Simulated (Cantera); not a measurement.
Input (Python, Cantera) and output of one run.

```python
import numpy as np
import cantera as ct

gas_names = """
    Si2C CS2 SiC2
""".split()
cond_names = """
    S(cr1) S(cr2) S(L) C(gr)
""".split()


def load(file, names, dense=False):
    # The tables refer to 1 bar. Condensed volumes are neglected.
    table = {s.name: s for s in ct.Species.list_from_file(file)}
    out = []
    for n in names:
        d = dict(table[n].input_data)
        d["thermo"] = dict(d["thermo"], **{"reference-pressure": 1e5})
        if dense:
            d["equation-of-state"] = {"model": "constant-volume", "density": "1e6 g/cm^3"}
        out.append(ct.Species.from_dict(d))
    return out


species = {s.name: s for s in load("nasa_gas.yaml", gas_names) + load("nasa_condensed.yaml", cond_names)}
# Each term lists the table entries of one substance; the one whose range holds T is used.
reactions = {
    'Si2C(g) + 3 CS2(g) = 6 S + 2 SiC2(g)':
        [(-1, ['Si2C']), (-3, ['CS2']), (6, ['S(cr1)', 'S(cr2)', 'S(L)']), (2, ['SiC2'])],
    'Si2C(g) + 3 C = 2 SiC2(g)':
        [(-1, ['Si2C']), (-3, ['C(gr)']), (2, ['SiC2'])],
}


def pick(names, T):
    return next(species[n] for n in names if species[n].thermo.min_temp <= T <= species[n].thermo.max_temp)


results = []
for label, terms in reactions.items():
    print(label)
    print("     T/K   dH/kJ  dS/(J/K)   dG/kJ   log10 K")
    for T in [723, 748, 773, 798, 823, 848, 873]:
        used = [(nu, pick(names, T)) for nu, names in terms]
        dH = sum(nu * s.thermo.h(T) for nu, s in used) / 1e6
        dS = sum(nu * s.thermo.s(T) for nu, s in used) / 1e3
        dG = dH - T * dS / 1e3
        logK = -dG * 1e6 / (ct.gas_constant * T * np.log(10))
        results.append((label, T, dH, dS, dG, logK, [s.name for _, s in used]))
        print(f"{T:8g} {dH:8.1f} {dS:8.1f} {dG:8.1f} {logK:8.2f}")
```

Result:

```
Si2C(g) + 3 CS2(g) = 6 S + 2 SiC2(g)
     T/K   dH/kJ  dS/(J/K)   dG/kJ   log10 K
     723    396.7   -176.2    524.1   -37.87
     748    398.4   -174.0    528.5   -36.91
     773    400.0   -171.8    532.8   -36.00
     798    401.7   -169.7    537.1   -35.16
     823    403.4   -167.6    541.3   -34.36
     848    405.3   -165.3    545.5   -33.60
     873    407.3   -163.0    549.6   -32.88
Si2C(g) + 3 C = 2 SiC2(g)
     T/K   dH/kJ  dS/(J/K)   dG/kJ   log10 K
     723    697.2    220.9    537.5   -38.83
     748    697.1    220.8    532.0   -37.15
     773    697.0    220.7    526.5   -35.57
     798    696.9    220.5    520.9   -34.10
     823    696.8    220.4    515.4   -32.71
     848    696.7    220.2    509.9   -31.41
     873    696.6    220.1    504.4   -30.18
```

Source: NASA polynomial tables (part measured, part estimated), evaluated in Cantera. Condensed species are held in their standard states even where they would react or evaporate.
